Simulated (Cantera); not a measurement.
# Premixed flame

A freely propagating, adiabatic, planar premixed flame of C₃H₈ : O₂ : N₂ : CO₂ : H₂ = 1 : 3.33 : 12.5 : 3.5 : 0.59 (molar parts), equivalence ratio 1.6, unburnt at 475 K and 143 Torr; mixture-averaged transport, grid criteria slope 0.08 and curve 0.16, no radiation.

Detailed kinetics in Cantera: GRI-Mech 3.0 (53 species, 325 reactions). GRI-Mech 3.0 was tuned for natural gas; its chemistry of propane as a main component is partial and can be far from experiment. Burning velocities carry a grid error of a few per cent, more on coarse grids.

| z (mm) | T (K) | u (m/s) | x C₃H₈ | x O₂ | x CO₂ | x NO | x O | x CH₄ |
|---|---|---|---|---|---|---|---|---|
| -9.98 | 477 | 0.291 | 0.0477 | 0.159 | 0.167 | <1e-8 | <1e-8 | 1.13e-5 |
| -6.65 | 483 | 0.296 | 0.0475 | 0.157 | 0.166 | 1.13e-8 | <1e-8 | 5.42e-5 |
| -4.99 | 503 | 0.310 | 0.0472 | 0.155 | 0.166 | 4.53e-8 | <1e-8 | 0.000181 |
| -3.33 | 598 | 0.372 | 0.0454 | 0.143 | 0.163 | 2.62e-7 | <1e-8 | 0.000739 |
| -1.66 | 925 | 0.596 | 0.0311 | 0.103 | 0.157 | 1.42e-6 | 1.94e-7 | 0.00262 |
| -0.832 | 1209 | 0.804 | 0.0117 | 0.0670 | 0.155 | 2.65e-6 | 8.38e-6 | 0.00399 |
| 0 | 1486 | 1.01 | 0.000355 | 0.0294 | 0.153 | 4.59e-6 | 9.04e-5 | 0.00298 |
| 0.832 | 1623 | 1.11 | 2.67e-7 | 0.00940 | 0.152 | 7.85e-6 | 0.000154 | 0.000739 |
| 1.66 | 1664 | 1.15 | <1e-8 | 0.00272 | 0.151 | 1.12e-5 | 0.000130 | 0.000126 |
| 3.33 | 1680 | 1.16 | <1e-8 | 0.000343 | 0.149 | 1.55e-5 | 8.99e-5 | 5.82e-6 |
| 6.65 | 1686 | 1.16 | <1e-8 | 0.000126 | 0.148 | 1.98e-5 | 7.04e-5 | 1.31e-7 |
| 13.3 | 1693 | 1.17 | <1e-8 | 8.54e-5 | 0.147 | 2.30e-5 | 4.81e-5 | <1e-8 |
| 26.6 | 1702 | 1.17 | <1e-8 | 4.69e-5 | 0.147 | 2.44e-5 | 2.63e-5 | <1e-8 |
x: mole fraction of selected species; z is measured from the peak of heat release.

```yaml
laminar_burning_velocity: 28.9 cm/s
thermal_thickness: 3.33 mm
peak x(O): 0.000154
peak x(CH₄): 0.00412
grid_points: 133
```
